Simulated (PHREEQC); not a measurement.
A solution holds 32 mmol/kgw CuCl2 and 3.3 mmol/kgw HBF4, at 25 °C. Closed to the air; pH follows from the charge balance.

Equilibrium calculation in PHREEQC: ion-association model, phreeqc.dat.

This is a speciation only: nothing precipitates in the calculation.

Task: Order these B species by the share of B that they hold, largest first: H3BO3, BF2(OH)2-, BF3OH-, BF4-.

Result: BF4- (60 %), H3BO3 (30 %), BF3OH- (6.7 %), BF2(OH)2- (2.8 %)

Task: Order these Cu species by the share of Cu that they hold, largest first: Cu+2, CuF+, CuCl+, CuCl2.

Result: Cu+2 (93 %), CuCl+ (6.3 %), CuF+ (0.66 %), CuCl2 (0.12 %)

The pH is 2.54 and the ionic strength 0.0950 mol/kgw. Complexes and solids missing from the database can't appear. Real BF4- forms and hydrolyses slowly; the run takes it at equilibrium.
